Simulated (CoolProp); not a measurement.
The fluid at 298.15 K and 0.794 MPa is throttled through a valve to 0.131 MPa with no heat exchange. The same conditions are run with several fluids, on thermodynamics alone (safety and materials aside).

Model: reference Helmholtz-energy equation of state of each fluid (R125: Lemmon 2005; ethane: Bücker 2006; CF4 (R14): Platzer 1990; dry air: Lemmon 2000; R13: Platzer 1990), in CoolProp. The equations of Platzer and Polt are older, rougher fits. Blends and air are pseudo-pure fits.

Question: Rank R125, ethane, CF4 (R14), dry air, R13 by temperature change (K), highest first.

Answer: dry air (-1.5), CF4 (R14) (-3.7), ethane (-7.7), R13 (-8.0), R125 (-10.5)

| fluid | final density (kg/m³) |
|---|---|
| R125 | 6.73 |
| ethane | 1.65 |
| CF4 (R14) | 4.73 |
| dry air | 1.54 |
| R13 | 5.75 |
